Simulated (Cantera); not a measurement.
A closed system holds: 1 mol Fe2O3, 4 mol CH4, 0.33 mol N2, equilibrated at 510000 Pa.

These are equilibrium values from Cantera (NASA tables, ideal gas, pure condensed phases), not measurements of a reactor. Candidate condensed phases: C, C6H6, C7H8, C8H18, Fe, Fe(CO)5, FeO, Fe(OH)2, Fe(OH)3, Fe2O3, Fe3O4, H2O; 140 gas species. Iron dissolves carbon and melts from about 1420 K in contact with it, which pure phases cannot show. Condensed phases not in the tables: cementite and carbon dissolved in iron. The numbers say what is thermodynamically allowed, not how fast it happens. All values below are at 2148 K.

Base state: H2 0.700, CO 0.265, N2 0.0272, HCN 0.00350, H 0.00154, C2H2 (acetylene) 0.00134, CH4 0.000738, Fe 0.000334 (mole fractions); condensed: C(graphite) + Fe(l).

Q: What changes in the equilibrium state with this change: Fe2O3 replaced by Cu2O?

A: 
| species | before | after |
|---|---|---|
| H2 | 0.700 | 0.848 |
| CO | 0.265 | 0.107 |
| N2 | 0.0272 | 0.0330 |
| Fe | 0.000334 | 0 |
| Cu | 0 | 0.00303 |
| Cu2 | 0 | 1.99e-5 |
| H2O | 6.41e-5 | 3.14e-5 |
| C(graphite), mol | 0.919 | 2.92 |
| Fe(l), mol | 2.00 | 0 |
| Cu(l), mol | 0 | 1.97 |
Further candidate phases: Cu, CuO, Cu(OH)2, Cu2O.
